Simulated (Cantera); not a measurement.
A Cantera script and what it prints.

```python
import numpy as np
import cantera as ct

gas_names = """
    NO P4 P4O10 N N2 P2 N2O
""".split()
cond_names = """
    P4O10(s)
""".split()


# ... load() reads the species with a 1 bar reference pressure and builds the phases ...
species = {s.name: s for s in load("nasa_gas.yaml", gas_names) + load("nasa_condensed.yaml", cond_names)}
# Each term lists the table entries of one substance; the one whose range holds T is used.
reactions = {
    '10 NO(g) + P4(g) = P4O10(g) + 10 N(g)':
        [(-10, ['NO']), (-1, ['P4']), (1, ['P4O10']), (10, ['N'])],
    '10 N2(g) + P4O10 = 2 P2(g) + 10 N2O(g)':
        [(-10, ['N2']), (-1, ['P4O10(s)']), (2, ['P2']), (10, ['N2O'])],
}


def pick(names, T):
    return next(species[n] for n in names if species[n].thermo.min_temp <= T <= species[n].thermo.max_temp)


results = []
for label, terms in reactions.items():
    print(label)
    print("     T/K   dH/kJ  dS/(J/K)   dG/kJ   log10 K")
    for T in [300, 425, 450, 475, 500, 525, 550]:
        used = [(nu, pick(names, T)) for nu, names in terms]
        dH = sum(nu * s.thermo.h(T) for nu, s in used) / 1e6
        dS = sum(nu * s.thermo.s(T) for nu, s in used) / 1e3
        dG = dH - T * dS / 1e3
        logK = -dG * 1e6 / (ct.gas_constant * T * np.log(10))
        results.append((label, T, dH, dS, dG, logK, [s.name for _, s in used]))
        print(f"{T:8g} {dH:8.1f} {dS:8.1f} {dG:8.1f} {logK:8.2f}")
```

Result:

```
10 NO(g) + P4(g) = P4O10(g) + 10 N(g)
     T/K   dH/kJ  dS/(J/K)   dG/kJ   log10 K
     300    851.1   -450.3    986.2  -171.71
     425    857.6   -432.6   1041.4  -128.00
     450    859.3   -428.6   1052.2  -122.13
     475    861.2   -424.6   1062.9  -116.88
     500    863.2   -420.5   1073.4  -112.14
     525    865.2   -416.5   1083.9  -107.84
     550    867.3   -412.6   1094.3  -103.92
10 N2(g) + P4O10 = 2 P2(g) + 10 N2O(g)
     T/K   dH/kJ  dS/(J/K)   dG/kJ   log10 K
     300   4113.2    491.2   3965.9  -690.50
     425   4106.2    471.7   3905.7  -480.02
     450   4104.7    468.2   3894.0  -451.99
     475   4103.1    464.8   3882.3  -426.92
     500   4101.4    461.4   3870.7  -404.36
     525   4099.7    458.0   3859.2  -383.97
     550   4097.9    454.6   3847.8  -365.43
```

Standard-state values (1 bar) from the NASA 1993 polynomials, evaluated with Cantera. Condensed species are held in their standard states even where they would react or evaporate.
